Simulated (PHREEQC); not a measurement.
1 kg of water holding 0.012 mol MgSO4, 0.39 mol Na2SO4 and 0.0063 mol K2SO4 is evaporated at 25 °C; the solids stay in contact with the brine. The system is closed to CO2. Only these solids could form: Arcanite, Bloedite, Brucite, Epsomite, Glaserite, Hexahydrite, Kieserite, Leonite, Mirabilite, Misenite, Schoenite, Thenardite.

The numbers come from PHREEQC with the Pitzer model, pitzer.dat.

```json
[
 {"water left (kg)": "1", "ionic strength": "1.24", "water activity": "0.985", "Mirabilite (mol)": "0", "K in solution (mol/kgw)": "0.0126", "Mg in solution (mol/kgw)": "0.0120", "S in solution (mol/kgw)": "0.408"},
 {"water left (kg)": "0.8219", "ionic strength": "1.50", "water activity": "0.982", "Mirabilite (mol)": "0", "K in solution (mol/kgw)": "0.0153", "Mg in solution (mol/kgw)": "0.0146", "S in solution (mol/kgw)": "[?]"},
 {"water left (kg)": "0.6755", "ionic strength": "1.83", "water activity": "0.979", "Mirabilite (mol)": "0", "K in solution (mol/kgw)": "0.0187", "Mg in solution (mol/kgw)": "0.0178", "S in solution (mol/kgw)": "0.604"},
 {"water left (kg)": "0.5552", "ionic strength": "2.23", "water activity": "0.974", "Mirabilite (mol)": "0", "K in solution (mol/kgw)": "0.0227", "Mg in solution (mol/kgw)": "0.0216", "S in solution (mol/kgw)": "0.735"},
 {"water left (kg)": "0.4563", "ionic strength": "2.71", "water activity": "0.970", "Mirabilite (mol)": "0", "K in solution (mol/kgw)": "0.0276", "Mg in solution (mol/kgw)": "0.0263", "S in solution (mol/kgw)": "0.895"},
 {"water left (kg)": "0.375", "ionic strength": "3.30", "water activity": "0.964", "Mirabilite (mol)": "0", "K in solution (mol/kgw)": "0.0336", "Mg in solution (mol/kgw)": "0.0320", "S in solution (mol/kgw)": "1.09"},
 {"water left (kg)": "0.3082", "ionic strength": "4.01", "water activity": "0.956", "Mirabilite (mol)": "0", "K in solution (mol/kgw)": "0.0409", "Mg in solution (mol/kgw)": "0.0389", "S in solution (mol/kgw)": "1.32"},
 {"water left (kg)": "0.2533", "ionic strength": "4.88", "water activity": "0.947", "Mirabilite (mol)": "0", "K in solution (mol/kgw)": "0.0497", "Mg in solution (mol/kgw)": "0.0474", "S in solution (mol/kgw)": "1.61"},
 {"water left (kg)": "0.2082", "ionic strength": "5.94", "water activity": "0.936", "Mirabilite (mol)": "0", "K in solution (mol/kgw)": "0.0605", "Mg in solution (mol/kgw)": "0.0576", "S in solution (mol/kgw)": "1.96"},
 {"water left (kg)": "0.1568", "ionic strength": "6.36", "water activity": "[?]", "Mirabilite (mol)": "0.0798", "K in solution (mol/kgw)": "0.0804", "Mg in solution (mol/kgw)": "0.0766", "S in solution (mol/kgw)": "[?]"},
 {"water left (kg)": "0.1097", "ionic strength": "6.58", "water activity": "0.930", "Mirabilite (mol)": "0.172", "K in solution (mol/kgw)": "0.115", "Mg in solution (mol/kgw)": "0.109", "S in solution (mol/kgw)": "2.16"},
 {"water left (kg)": "0.07107", "ionic strength": "6.97", "water activity": "0.926", "Mirabilite (mol)": "0.247", "K in solution (mol/kgw)": "0.177", "Mg in solution (mol/kgw)": "0.169", "S in solution (mol/kgw)": "[?]"},
 {"water left (kg)": "0.03925", "ionic strength": "7.85", "water activity": "0.919", "Mirabilite (mol)": "0.310", "K in solution (mol/kgw)": "0.321", "Mg in solution (mol/kgw)": "0.306", "S in solution (mol/kgw)": "2.52"},
 {"water left (kg)": "0.01308", "ionic strength": "11.8", "water activity": "0.877", "Mirabilite (mol)": "0.361", "K in solution (mol/kgw)": "0.964", "Mg in solution (mol/kgw)": "0.918", "S in solution (mol/kgw)": "3.63"}
]
```

**Question.** Some entries are withheld; supply them.

**Answer.** 
- 0.8219, S in solution (mol/kgw): 0.497
- 0.1568, water activity: 0.932
- 0.1568, S in solution (mol/kgw): 2.10
- 0.07107, S in solution (mol/kgw): 2.27

Complexes and solids missing from the database can't appear.
